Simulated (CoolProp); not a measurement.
A single-stage vapour-compression cycle with propyne: evaporating at 297.15 K (dew point), condensing at 353.15 K (bubble point), superheat 10 K, subcooling 2 K, compressor efficiency 0.75, no pressure losses. Each further row changes one setting.

Model: reference Helmholtz-energy equation of state, Polt 1992, in CoolProp. This equation is an older, rougher fit; its heat capacities, sound speeds and derivatives of the liquid may be far off and weren't checked against measurements.

```
case                              cooling COP  pressure ratio  discharge temperature (K)  refrigerating effect (kJ/kg)  volumetric capacity (kJ/m³)
--------------------------------  -----------  --------------  -------------------------  ----------------------------  ---------------------------
as stated                                3.06            3.97                      390.1                           341                         3340
evaporating temperature 302.15 K         3.48            3.44                      387.1                           347                         3900
condensing temperature 348.15 K          3.47            3.57                      383.3                           357                         3490
subcooling 7 K                           3.20            3.97                      390.1                           357                         3500
superheat 20 K                           3.07            3.97                      400.7                           359                         3360
compressor efficiency 0.65               2.65            3.97                      397.9                           341                         3340
```
